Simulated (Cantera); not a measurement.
Standard-state values (1 bar) from the NASA 1993 polynomials, evaluated with Cantera. Values are per mole of reaction as written; species without (g) are pure solids or liquids, kept so even where they would boil at 1 bar. VN: taken at fixed stoichiometry.

Problem. Between 775 and 1450 K, where is each reaction favourable under standard conditions?
- 4 VN + 5 H2O2(g) = 10 H(g) + 4 VO2(g) + 2 N2O(g)

Solution. 
- 4 VN + 5 H2O2(g) = 10 H(g) + 4 VO2(g) + 2 N2O(g): ΔG° is 1915 kJ at 775 K and 972 kJ at 1450 K; it stays positive (K < 1). ΔH° is 2995 kJ and ΔS° 1395 J/K at 1450 K.
